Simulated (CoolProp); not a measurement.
Vapour-liquid equilibrium of propane (1) + toluene (2) at 44.95 °C; x and y are mole fractions of (1).

The numbers come from the multi-fluid Helmholtz-energy mixture model, Lemmon 2009 and Lemmon 2006; pair parameters Bell 2016 in CoolProp.

```csv
x,bubble pressure (bar),y at the bubble point,dew pressure at overall composition x (bar),liquid density (mol/L)
0.05,1.288,0.923,[?],9.266
0.125,2.975,0.967,0.1128,9.434
0.2,4.514,0.978,0.1234,9.601
0.275,5.888,0.983,0.1362,9.767
0.35,7.094,0.987,0.1519,9.929
0.425,8.148,0.989,0.1718,10.09
0.5,9.075,0.990,0.1976,10.23
0.575,9.908,0.991,0.2324,10.37
0.65,10.69,0.992,0.2822,[?]
0.725,11.46,0.993,0.3593,10.58
0.8,12.29,0.995,0.4940,10.63
0.875,13.23,[?],0.7907,10.63
0.95,14.37,0.998,1.978,10.54
```

Problem. Complete the blanks.

Solution. 
- 0.05, dew pressure at overall composition x (bar): 0.1039
- 0.65, liquid density (mol/L): 10.49
- 0.875, y at the bubble point: 0.996

No azeotrope shows between x = 0.05 and 0.95.

Pair parameters are fitted to limited data, so mixtures are less certain than the pure fluids. The gap from Raoult's law changes sign with composition, which may be real or a fault of the pair parameters; it wasn't checked against measurements.
